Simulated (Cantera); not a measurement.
Charge: 1 mol CuO, 6.3 mol CO, 2.7 mol H2, held at 1398 K and 3.30 bar.

These are equilibrium values from Cantera (NASA tables, ideal gas, pure condensed phases), not measurements of a reactor. Candidate condensed phases: C, C6H6, C7H8, C8H18, Cu, CuO, Cu(OH)2, Cu2O, H2O; 113 gas species. The numbers say what is thermodynamically allowed, not how fast it happens.

What is the equilibrium state?


| Quantity | Result |
|---|---|
| x(CO) | 0.640 |
| x(H2) | 0.249 |
| x(CO2) | 0.0603 |
| x(H2O) | 0.0508 |
| x(CH4) | 3.51e-5 |
| x(H) | 1.30e-6 |
| n(Cu(l)) | 1.000 mol |
| gas amount | 8.999 mol |
| log10 activity of C(graphite) (absent) | -1.41 |
| log10 activity of Cu(OH)2(s) (absent) | -10.25 |
